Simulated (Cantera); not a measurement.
An isothermal, constant-pressure homogeneous reactor starts with NO : N2 = 1.6 : 2.5 (molar parts), at 1648 K and 1.00 bar.

Computed with Cantera and GRI-Mech 3.0 (53 species, 325 reactions).

**Question.** Predict: x(NO) at 10.0 s; x(N2) at 10.0 s; x(N2O) at 10.0 s; x(O2) at 10.0 s; x(NO2) at 10.0 s; x(O) at 10.0 s.

**Answer.** 
| Property | Result |
|---|---|
| x(NO) at 10.0 s | 0.273 (gas-phase equilibrium 0.00231) |
| x(N2) at 10.0 s | 0.668 (gas-phase equilibrium 0.804) |
| x(N2O) at 10.0 s | 2.79e-5 (gas-phase equilibrium 1.37e-7) |
| x(O2) at 10.0 s | 0.0581 (gas-phase equilibrium 0.194) |
| x(NO2) at 10.0 s | 0.000516 (gas-phase equilibrium 7.86e-6) |
| x(O) at 10.0 s | 6.30e-6 (gas-phase equilibrium 1.12e-5) |
